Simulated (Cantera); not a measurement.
A closed system holds: 1 mol Fe2O3, 5.1 mol O2, 4.8 mol CO2, equilibrated at 46000 Pa.

Method: chemical equilibrium by Gibbs-energy minimisation in Cantera with the NASA 1993 tables (ideal gas, pure condensed phases). Candidate condensed phases: C, Fe, Fe(CO)5, FeO, Fe2O3, Fe3O4; 15 gas species. Equilibrium is a limit: real reactors are often held back by kinetics, nucleation or transport.

Task: Which condensed phases are stable at each of these points (T (°C)): 625, 700, 775, 850, 925, 1000, 1075, 1150, 1225, 1300, 1375, 1450, 1525?

Result: 
```
T (°C)  condensed phases  Fe condensed (%)
------  ----------------  ----------------
625             Fe2O3(s)             100.0
700             Fe2O3(s)             100.0
775             Fe2O3(s)             100.0
850             Fe2O3(s)             100.0
925             Fe2O3(s)             100.0
1000            Fe2O3(s)             100.0
1075            Fe2O3(s)             100.0
1150            Fe2O3(s)             100.0
1225            Fe2O3(s)             100.0
1300            Fe2O3(s)             100.0
1375            Fe2O3(s)             100.0
1450            Fe3O4(s)             100.0
1525            Fe3O4(s)             100.0
```

From 625 °C to 1375 °C the condensed part is Fe2O3(s). From 1450 °C to 1525 °C the condensed part is Fe3O4(s).
